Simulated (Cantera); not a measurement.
A Cantera script and its output.

```python
import numpy as np
import cantera as ct

gas = ct.Solution("h2o2.yaml")
gas.TPX = 350, 13332, {'H2': 1, 'O2': 0.357, 'N2': 1.5}
flame = ct.FreeFlame(gas, width=0.16)
flame.set_refine_criteria(ratio=3, slope=0.08, curve=0.16)
flame.transport_model = "mixture-averaged"
flame.solve(loglevel=0, auto=True)
z, T = flame.grid, flame.T
thick = (T[-1] - T[0]) / np.gradient(T, z).max()
show = ['H2', 'O2', 'H', 'O', 'HO2', 'H2O']
print(f"laminar burning velocity  {flame.velocity[0] * 100:.3f} cm/s")
print(f"burnt temperature         {T[-1]:.1f} K")
print(f"thermal thickness         {thick * 1e3:.4f} mm")
print(f"grid points               {len(z)}")
z0 = z[flame.heat_release_rate.argmax()]
print(f"{'z/mm':>9s}{'T/K':>9s}{'u/(m/s)':>9s}" + "".join(f"{s:>11s}" for s in show))
rows = []
for k in (-3, -2, -1.5, -1, -0.5, -0.25, 0, 0.25, 0.5, 1, 2, 4, 8):
    zz = z0 + k * thick
    rows.append([k * thick, np.interp(zz, z, T), np.interp(zz, z, flame.velocity),
                 *(np.interp(zz, z, flame.X[gas.species_index(s)]) for s in show)])
    print(f"{rows[-1][0] * 1e3:9.3f}{rows[-1][1]:9.1f}{rows[-1][2]:9.3f}" + "".join(f"{x:11.3e}" for x in rows[-1][3:]))
```

Result:

```
laminar burning velocity  270.178 cm/s
burnt temperature         2206.8 K
thermal thickness         5.4523 mm
grid points               141
     z/mm      T/K  u/(m/s)         H2         O2          H          O        HO2        H2O
  -16.357    350.0    2.702  3.500e-01  1.250e-01  1.379e-19  5.439e-17  3.654e-16  3.113e-16
  -10.905    350.0    2.702  3.500e-01  1.250e-01  1.425e-17  5.416e-15  3.629e-14  3.234e-14
   -8.178    350.0    2.702  3.500e-01  1.250e-01  1.128e-15  2.826e-13  3.504e-12  2.588e-12
   -5.452    350.0    2.702  3.500e-01  1.250e-01  5.581e-12  5.305e-11  1.688e-09  9.563e-10
   -2.726    353.0    2.721  3.490e-01  1.251e-01  6.498e-06  4.919e-07  3.349e-05  4.443e-05
   -1.363    566.9    4.284  3.208e-01  1.204e-01  6.149e-03  1.001e-04  5.712e-05  1.527e-02
    0.000   1019.9    7.463  2.000e-01  8.069e-02  5.727e-02  3.986e-03  1.503e-05  1.045e-01
    1.363   1300.5    9.418  9.502e-02  1.907e-02  9.649e-02  6.848e-03  3.247e-06  2.190e-01
    2.726   1410.3   10.150  8.346e-02  9.108e-03  9.396e-02  6.082e-03  1.403e-06  2.387e-01
    5.452   1528.2   10.913  8.793e-02  7.144e-03  8.111e-02  5.564e-03  9.566e-07  2.438e-01
   10.905   1658.8   11.735  9.356e-02  5.644e-03  6.615e-02  4.679e-03  6.661e-07  2.491e-01
   21.809   1792.4   12.552  9.830e-02  4.037e-03  5.123e-02  3.493e-03  4.372e-07  2.557e-01
   43.618   1919.7   13.310  1.021e-01  2.534e-03  3.738e-02  2.250e-03  2.700e-07  2.631e-01
```

Cantera simulation using the H2/O2 subset of GRI-Mech 3.0, which has no nitrogen chemistry; the numbers are that mechanism's predictions, not measurements. Burning velocities carry a grid error of a few per cent, more on coarse grids.
